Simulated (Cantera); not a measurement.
An adiabatic, constant-pressure homogeneous reactor starts with H₂ : O₂ : N₂ = 1 : 1 : 3.76 (molar parts), equivalence ratio 0.50, at 1075 K and 1.01 bar. Integrator tolerance rtol = 1e-08.

Cantera simulation using the H2/O2 subset of GRI-Mech 3.0, which has no nitrogen chemistry; the numbers are that mechanism's predictions, not measurements.

**Question.** What does this change do: initial temperature 1075 to 1025 K?

**Answer.** 
| quantity | before | after |
|---|---|---|
| time of steepest temperature rise | 0.113 ms | 0.199 ms |
| temperature at 0.300 s | 2272 K | 2234 K |
| equilibrium temperature | 2272 K | 2234 K |
| x(H₂) at 0.300 s | 0.00107 (gas-phase equilibrium 0.00107) | 0.000856 (gas-phase equilibrium 0.000856) |
| x(O₂) at 0.300 s | 0.0929 (gas-phase equilibrium 0.0929) | 0.0932 (gas-phase equilibrium 0.0932) |
| x(H) at 0.300 s | 0.000273 (gas-phase equilibrium 0.000273) | 0.000200 (gas-phase equilibrium 0.000200) |
| x(OH) at 0.300 s | 0.00731 (gas-phase equilibrium 0.00731) | 0.00634 (gas-phase equilibrium 0.00634) |
| x(O) at 0.300 s | 0.00128 (gas-phase equilibrium 0.00128) | 0.00102 (gas-phase equilibrium 0.00102) |

**Question.** What does this change do: N2 3.76 to 2.7 parts?

**Answer.** 
```tsv
quantity	before	after
time of steepest temperature rise	0.113 ms	91.6 µs
temperature at 0.300 s	2272 K	2465 K
equilibrium temperature	2272 K	2465 K
x(H₂) at 0.300 s	0.00107 (gas-phase equilibrium 0.00107)	0.00332 (gas-phase equilibrium 0.00332)
x(O₂) at 0.300 s	0.0929 (gas-phase equilibrium 0.0929)	0.114 (gas-phase equilibrium 0.114)
x(H) at 0.300 s	0.000273 (gas-phase equilibrium 0.000273)	0.00124 (gas-phase equilibrium 0.00124)
x(OH) at 0.300 s	0.00731 (gas-phase equilibrium 0.00731)	0.0166 (gas-phase equilibrium 0.0166)
x(O) at 0.300 s	0.00128 (gas-phase equilibrium 0.00128)	0.00410 (gas-phase equilibrium 0.00410)
```

**Question.** What does this change do: H2 1 to 1.3 parts?

**Answer.** 
```json
[
 {"quantity": "time of steepest temperature rise", "before": "0.113 ms", "after": "0.110 ms"},
 {"quantity": "temperature at 0.300 s", "before": "2272 K", "after": "2480 K"},
 {"quantity": "equilibrium temperature", "before": "2272 K", "after": "2480 K"},
 {"quantity": "x(H₂) at 0.300 s", "before": "0.00107 (gas-phase equilibrium 0.00107)", "after": "0.00488 (gas-phase equilibrium 0.00488)"},
 {"quantity": "x(O₂) at 0.300 s", "before": "0.0929 (gas-phase equilibrium 0.0929)", "after": "0.0616 (gas-phase equilibrium 0.0616)"},
 {"quantity": "x(H) at 0.300 s", "before": "0.000273 (gas-phase equilibrium 0.000273)", "after": "0.00161 (gas-phase equilibrium 0.00161)"},
 {"quantity": "x(OH) at 0.300 s", "before": "0.00731 (gas-phase equilibrium 0.00731)", "after": "0.0150 (gas-phase equilibrium 0.0150)"},
 {"quantity": "x(O) at 0.300 s", "before": "0.00128 (gas-phase equilibrium 0.00128)", "after": "0.00325 (gas-phase equilibrium 0.00325)"}
]
```
